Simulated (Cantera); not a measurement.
Input: 1 mol BN, 0.23 mol H₂, at 1823.15 K and 28000 Pa.

These are equilibrium values from Cantera (NASA tables, ideal gas, pure condensed phases), not measurements of a reactor. Candidate condensed phases: B, BN; 15 gas species. The tables' values for BH₂ are old estimates; treat these amounts as uncertain. Kinetics and transport are ignored.

Task: What is the equilibrium state?

Result: 
```json
{
 "x(H₂)": "0.999",
 "x(H)": "0.000819",
 "x(BH₂)": "0.000100",
 "x(N₂)": "5.39e-5",
 "x(BH₃)": "7.49e-6",
 "n(BN(s))": "1.000 mol",
 "gas_amount": "0.2301 mol",
 "log10 activity of B(s) (absent)": "-0.18"
}
```
